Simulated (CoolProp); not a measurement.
Vapour-liquid equilibrium of isobutane (1) + isobutene (2) at 870 kPa; x and y are mole fractions of (1).

The numbers come from the multi-fluid Helmholtz-energy mixture model, Bücker 2006 and Lemmon 2005; pair parameters Bell 2016 in CoolProp.

Give the bubble temperature and the first vapour's composition at x = 0.05, 0.2, 0.65. Is there an azeotrope?

x = 0.05: 337.4 K, y = 0.056; x = 0.2: 336.4 K, y = 0.217; x = 0.65: 334.3 K, y = 0.666. No azeotrope shows between x = 0.05 and 0.95.

The pair parameters rest on a limited set of measurements; away from them the model extrapolates.
